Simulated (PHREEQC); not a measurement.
Make-up at 65 °C: 0.016 mol H2SO4, 0.15 mol Li2SO4 and 0.003 mol Na2SO4 per kg of water. Closed to the air; pH follows from the charge balance.

Model: ion-association model, phreeqc.dat, run in PHREEQC.

Problem. The ionic strength comes out as 0.394 mol/kgw. What activity coefficients do SO4-2, H+, Na+, HSO4-, Li+ get?

Solution. SO4-2 0.20, H+ 0.76, Na+ 0.70, HSO4- 0.71, Li+ 0.70.

Precipitation was switched off in this run. Species that the database lacks are ignored. Away from 25 °C the constants follow the database's enthalpies or fits; those with neither stay at their 25 °C values.
